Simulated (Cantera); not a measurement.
Feed: 1 mol borazine, 3.7 mol N₂, 63 mol H₂, equilibrated at 1102 °C and 21.0 mbar.

Method: chemical equilibrium by Gibbs-energy minimisation in Cantera with the NASA 1993 tables (ideal gas, pure condensed phases). Candidate condensed phases: B, BN; 15 gas species. The feed counts by its element totals alone. Rates play no part.

What is the equilibrium state?


- x(H₂): 0.947
- x(N₂): 0.0531
- x(H): 2.30e-5
- n(BN(s)): 3.00 mol
- gas amount: 69.70 mol
- log10 activity of B(s) (absent): -3.45
